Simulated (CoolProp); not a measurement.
Saturated liquid density (kg/m³) of ethanol: the reference equation beside estimates from Tc = 514.7 K, pc = 6.268 MPa, ω = 0.644. Rackett uses Z = 0.29056 − 0.08775 ω.

The numbers come from the reference Helmholtz-energy equation of state, Schroeder 2014 in CoolProp.

```
T (K)  reference  Rackett  Peng-Robinson
-----  ---------  -------  -------------
324.8      761.6        ?          729.1
338.2          ?    840.2          716.4
351.6          ?    820.3          702.6
365        722.7    799.9          687.5
378.5      708.1    778.4              ?
391.9      692.3    756.2          652.6
405.3      675.1    732.9          632.5
418.7      656.1    708.2          610.1
432.1      635.2    682.0              ?
445.5      612.0    653.6          556.4
```

**Question.** Fill in the missing entries.

**Answer.** 
- 324.8, Rackett: 859.4
- 338.2, reference: 749.3
- 351.6, reference: 736.4
- 378.5, Peng-Robinson: 670.8
- 432.1, Peng-Robinson: 584.9

Absolute difference from the reference over all 10 rows, mean and median: Rackett 9.7 and 9.6 %, Peng-Robinson 5.9 and 5.5 %.
